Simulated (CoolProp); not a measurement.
Saturation properties of octamethylcyclotetrasiloxane (D4) (Tc = 313.4 °C, pc = 1347 kPa, ω = 0.598).

Computed with CoolProp (reference Helmholtz-energy equation of state, Thol 2015).

| T (°C) | p (kPa) | liquid density (kg/m³) | enthalpy of vaporisation (kJ/kg) | liquid cp (kJ/(kg K)) | vapour Z | surface tension (mN/m) |
|---|---|---|---|---|---|---|
| 37.95 | 0.3348 | 935.9 | 180.7 | 1.692 | 0.9991 | 17.0 |
| 56.15 | 1.033 | 914.9 | ? | 1.725 | ? | 15.7 |
| 74.35 | 2.734 | 893.7 | 167.7 | 1.761 | 0.9951 | 14.4 |
| 92.55 | 6.378 | 872.1 | 161.3 | 1.800 | 0.9904 | 13.1 |
| 110.75 | 13.39 | 850.1 | 154.9 | 1.840 | 0.9830 | 11.8 |
| 128.95 | 25.74 | 827.4 | 148.4 | 1.882 | 0.9721 | 10.5 |
| 147.15 | 45.99 | 804.1 | 141.8 | 1.925 | 0.9570 | 9.27 |
| 165.35 | 77.21 | 779.8 | 134.9 | 1.970 | 0.9369 | 8.06 |
| 183.55 | 123.0 | 754.3 | 127.7 | ? | 0.9113 | ? |
| 201.75 | 187.5 | 727.2 | 120.0 | 2.066 | 0.8794 | 5.73 |
| 219.95 | 275.4 | 698.1 | 111.7 | 2.120 | 0.8401 | ? |
| 238.15 | 391.8 | 666.1 | ? | 2.181 | 0.7922 | 3.56 |

**Question.** Some entries are withheld; supply them.

**Answer.** 
- 56.15, enthalpy of vaporisation (kJ/kg): 174.1
- 56.15, vapour Z: 0.9978
- 183.55, liquid cp (kJ/(kg K)): 2.017
- 183.55, surface tension (mN/m): 6.88
- 219.95, surface tension (mN/m): 4.62
- 238.15, enthalpy of vaporisation (kJ/kg): 102.4

It boils at 175.7 °C under 1 atm.

Surface tension comes from a separate correlation (Mulero 2014), older than this fluid's equation and unchecked against measurements.
